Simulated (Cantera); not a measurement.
An isothermal, constant-pressure homogeneous reactor starts with N₂O = 1 (molar parts), at 1425 K and 26.3 Torr. Integrator tolerance rtol = 1e-08.

Model: GRI-Mech 3.0 (53 species, 325 reactions), integrated in Cantera. GRI-Mech 3.0 was tuned for natural gas; its chemistry of N2O as a main component is partial and can be far from experiment. Radical loss at walls, strong at low pressure, is not modelled. The temperature is held fixed by assumption; the heat of reaction is taken as removed at once.

Task: What does this change do: temperature 1425 to 1250 K?

Result: 
```tsv
quantity	before	after
x(N₂O) at 3.00 s	0.0704 (gas-phase equilibrium 1.05e-8)	0.793 (gas-phase equilibrium 3.85e-9)
x(NO) at 3.00 s	0.129 (gas-phase equilibrium 0.000968)	0.0174 (gas-phase equilibrium 0.000329)
x(O) at 3.00 s	3.05e-5 (gas-phase equilibrium 4.31e-6)	3.84e-6 (gas-phase equilibrium 2.15e-7)
x(NO₂) at 3.00 s	5.39e-5 (gas-phase equilibrium 1.55e-6)	6.32e-6 (gas-phase equilibrium 1.04e-6)
x(O₂) at 3.00 s	0.245 (gas-phase equilibrium 0.333)	0.0603 (gas-phase equilibrium 0.333)
x(N₂) at 3.00 s	0.555 (gas-phase equilibrium 0.666)	0.129 (gas-phase equilibrium 0.667)
```
The mechanism lacks the step 2 NO + O2 → 2 NO2, which can matter for NO2 below about 1400 K.

Task: What does this change do: temperature 1425 to 1273 K?

Result: 
```
quantity                                           before                                    after
----------------  ---------------------------------------  ---------------------------------------
x(N₂O) at 3.00 s   0.0704 (gas-phase equilibrium 1.05e-8)    0.713 (gas-phase equilibrium 4.46e-9)
x(NO) at 3.00 s    0.129 (gas-phase equilibrium 0.000968)  0.0260 (gas-phase equilibrium 0.000385)
x(O) at 3.00 s    3.05e-5 (gas-phase equilibrium 4.31e-6)  5.29e-6 (gas-phase equilibrium 3.34e-7)
x(NO₂) at 3.00 s  5.39e-5 (gas-phase equilibrium 1.55e-6)  9.57e-6 (gas-phase equilibrium 1.10e-6)
x(O₂) at 3.00 s       0.245 (gas-phase equilibrium 0.333)     0.0827 (gas-phase equilibrium 0.333)
x(N₂) at 3.00 s       0.555 (gas-phase equilibrium 0.666)      0.178 (gas-phase equilibrium 0.666)
```
The mechanism lacks the step 2 NO + O2 → 2 NO2, which can matter for NO2 below about 1400 K.
